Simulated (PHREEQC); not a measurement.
**City or well water: speciation**

Model water analysis in mg/L, 20 °C, pH 5.5, pe 9.6: Na 52.1; K 15.5; Ca 116; Mg 2.56; Cl 90.9; S(6) as SO4 102; Alkalinity as HCO3 239; N(5) as NO3 0.274; Zn 1.67; Br 0.413; Cu(2) 0.118.

Valence states are taken as typed.

The numbers come from PHREEQC with the ion-association model, phreeqc.dat.

No solid was allowed to form.

Q: What ionic strength, charge-balance error does the model give?

A: ionic strength 0.0119 mol/kgw; charge-balance error 0.6 %.

Q: In which forms is Cu present?

A: CuHCO3+ 51 %, Cu+2 40 %, CuCO3 6.4 %, CuSO4 2.9 % of the Cu.

The database's zinc carbonate complexes are estimates, stronger than later reviews accept.
